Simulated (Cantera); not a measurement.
Input: 1 mol PbO, 0.05 mol O2, 0.54 mol N2, at 1200 °C and 44.0 mbar.

Method: chemical equilibrium by Gibbs-energy minimisation in Cantera with the NASA 1993 tables (ideal gas, pure condensed phases). Candidate condensed phases: Pb, PbO, PbO2, Pb3O4; 12 gas species. Gases not in the tables: (PbO)n polymers. Kinetics and transport are ignored.

Base state: N2 0.772, PbO 0.141, O2 0.0762, Pb 0.0100, NO 0.000638 (mole fractions); condensed: PbO(l).

Task: What changes in the equilibrium state with this change: PbO replaced by HgO?

Result: 
| species | before | after |
|---|---|---|
| Hg | 0 | 0.478 |
| O2 | 0.0762 | 0.263 |
| N2 | 0.772 | 0.258 |
| PbO | 0.141 | 0 |
| Pb | 0.0100 | 0 |
| NO | 0.000638 | 0.000685 |
| PbO(l), mol | 0.894 | 0 |
Further candidate phases: Hg, HgO.

Task: What changes in the equilibrium state with this change: temperature from 1200 °C to 1102 °C?

Result: 
```json
[
 {"species": "N2", "before": "0.772", "after": "0.882"},
 {"species": "O2", "before": "0.0762", "after": "0.0820"},
 {"species": "PbO", "before": "0.141", "after": "0.0349"},
 {"species": "Pb", "before": "0.0100", "after": "0.00114"},
 {"species": "NO", "before": "0.000638", "after": "0.000415"},
 {"species": "PbO(l), mol", "before": "0.894", "after": "0.978"}
]
```
